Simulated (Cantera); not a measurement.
Input: 1 mol SiO2, 1.1 mol CH4, 0.016 mol CO, at 1275 K and 1.20 mbar.

Method: chemical equilibrium by Gibbs-energy minimisation in Cantera with the NASA 1993 tables (ideal gas, pure condensed phases). Candidate condensed phases: C, C6H6, C7H8, C8H18, H2O, Si, SiC, SiO2; 123 gas species. Mutual solubility and eutectic melting of coexisting phases are not modelled. The tables hold silica as quartz up to 1696 K and as liquid above; real silica turns to tridymite and cristobalite and melts near 1996 K. Equilibrium is a limit: real reactors are often held back by kinetics, nucleation or transport.

Base state: H2 0.746, CO 0.254, SiO 0.000177, H 1.84e-5 (mole fractions); condensed: SiC(s) + SiO2(β-quartz).

Question: What changes in the equilibrium state with this change: temperature from 1275 K to 1525 K?

Answer: 
```json
[
 {"species": "H2", "before": "0.746", "after": "0.521"},
 {"species": "CO", "before": "0.254", "after": "0.253"},
 {"species": "SiO", "before": "0.000177", "after": "0.225"},
 {"species": "H", "before": "1.84e-5", "after": "0.000493"},
 {"species": "SiC(s), mol", "before": "0.366", "after": "0.0500"},
 {"species": "SiO2(β-quartz), mol", "before": "0.633", "after": "0"}
]
```

Question: What changes in the equilibrium state with this change: pressure from 1.20 mbar to 0.100 bar?

Answer: 
| species | before | after |
|---|---|---|
| H2 | 0.746 | 0.992 |
| CO | 0.254 | 0.00722 |
| CH4 | 5.96e-6 | 0.000912 |
| SiO | 0.000177 | 9.29e-7 |
| H | 1.84e-5 | 2.32e-6 |
| SiC(s), mol | 0.366 | 0 |
| SiO2(β-quartz), mol | 0.633 | 1.000 |
| C(graphite), mol | 0 | 1.10 |

Question: What changes in the equilibrium state with this change: pressure from 1.20 mbar to 10.0 mbar?

Answer: 
| species | before | after |
|---|---|---|
| H2 | 0.746 | 0.968 |
| CO | 0.254 | 0.0323 |
| CH4 | 5.96e-6 | 8.68e-5 |
| SiO | 0.000177 | 2.08e-5 |
| H | 1.84e-5 | 7.25e-6 |
| SiC(s), mol | 0.366 | 0.0287 |
| SiO2(β-quartz), mol | 0.633 | 0.971 |
| C(graphite), mol | 0 | 1.01 |
